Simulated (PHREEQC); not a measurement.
Model water analysis in mg/L, 25 °C, pH 6.32, pe 11.3:

```json
[
 {"constituent": "Na", "mg/L": "0.219"},
 {"constituent": "K", "mg/L": "1.79e-05"},
 {"constituent": "Ca", "mg/L": "0.0608"},
 {"constituent": "Mg", "mg/L": "0.00419"},
 {"constituent": "Cl", "mg/L": "0.209"},
 {"constituent": "S(6) as SO4", "mg/L": "0.0307"},
 {"constituent": "Alkalinity as HCO3", "mg/L": "0.364"},
 {"constituent": "Cu(2)", "mg/L": "0.00154"},
 {"constituent": "Sr", "mg/L": "0.00727"},
 {"constituent": "B", "mg/L": "0.000104"},
 {"constituent": "Cd", "mg/L": "0.00306"},
 {"constituent": "F", "mg/L": "0.00465"},
 {"constituent": "Ni", "mg/L": "0.0191"}
]
```

Na is adjusted to close the charge balance.
Valence states are taken as typed.

Equilibrium calculation in PHREEQC: ion-association model, wateq4f.dat.

```json
[
 {"quantity": "CO2 (mol/kgw)", "before": "6.87e-6", "after": "1.95e-5"},
 {"quantity": "HCO3- (mol/kgw)", "before": "6.42e-6", "after": "1.83e-5"},
 {"quantity": "NiCO3 (mol/kgw)", "before": "1.47e-9", "after": "1.23e-8"},
 {"quantity": "CO3-2 (mol/kgw)", "before": "6.37e-10", "after": "1.83e-9"},
 {"quantity": "SI of Tenorite (CuO)", "before": "-2.65", "after": "-2.18"},
 {"quantity": "SI of Cu(OH)2 (Cu(OH)2)", "before": "-3.67", "after": "-3.20"}
]
```

Which change was made?
(A) pH from 6.32 to 6.02 at the same alkalinity
(B) all concentrations times 3 at the same typed pH
(C) pH from 6.32 to 7.32 at the same alkalinity
(D) temperature from 25 to 80 °C at the same typed pH

B, all concentrations times 3 at the same typed pH

Precipitation was switched off in this run. Real BF4- forms and hydrolyses slowly; the run takes it at equilibrium.
